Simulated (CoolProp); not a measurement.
Vapour-liquid equilibrium of propane (1) + R152A (2) at -41.25 °C; x and y are mole fractions of (1).

The numbers come from the multi-fluid Helmholtz-energy mixture model, Lemmon 2009 and Outcalt 1996; pair parameters Bell 2016 in CoolProp.

Give the bubble pressure and the first vapour's composition at x = 0.2, 0.425, 0.875. Is there an azeotrope?

x = 0.2: 0.09808 MPa, y = 0.608; x = 0.425: 0.1133 MPa, y = 0.694; x = 0.875: 0.1159 MPa, y = 0.821. y crosses x between x = 0.725 and 0.8: the model has an azeotrope there.

The pair parameters rest on a limited set of measurements; away from them the model extrapolates. With so large a gap from Raoult's law the liquid may split in two, which this calculation doesn't test in full.
